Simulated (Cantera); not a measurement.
An isothermal, constant-pressure homogeneous reactor starts with NO : N2 = 1 : 2.9 (molar parts), at 1698 K and 89000 Pa.

Detailed kinetics in Cantera: GRI-Mech 3.0 (53 species, 325 reactions).

x: mole fraction; the columns are a selection and need not sum to one.

```tsv
t (s)	x NO	x N2O	x O	x N2	x NO2
2.00e-6	0.256	1.03e-8	9.97e-9	0.744	3.05e-10
8.51e-6	0.256	4.37e-8	3.86e-8	0.744	5.16e-9
3.62e-5	0.256	1.85e-7	1.14e-7	0.744	7.24e-8
0.000154	0.256	7.80e-7	1.86e-7	0.744	6.18e-7
0.000656	0.256	…	…	0.744	…
0.00279	0.256	1.10e-5	6.87e-7	0.744	1.64e-5
0.0119	0.256	2.34e-5	2.00e-6	0.744	6.36e-5
0.0505	0.256	2.57e-5	…	0.744	…
0.215	0.254	2.54e-5	2.86e-6	0.745	9.45e-5
0.915	0.247	2.39e-5	3.99e-6	0.748	0.000131
3.89	0.220	1.88e-5	6.70e-6	0.762	0.000200
16.6	0.146	8.30e-6	1.11e-5	0.799	0.000223
70.5	0.0519	1.14e-6	1.50e-5	0.846	0.000107
300	0.00873	1.62e-7	1.64e-5	0.867	1.99e-5
```

Q: Complete the blanks.

A: 
- 0.000656, x N2O: 3.16e-6
- 0.000656, x O: 2.77e-7
- 0.000656, x NO2: 3.29e-6
- 0.0505, x O: 2.50e-6
- 0.0505, x NO2: 8.27e-5
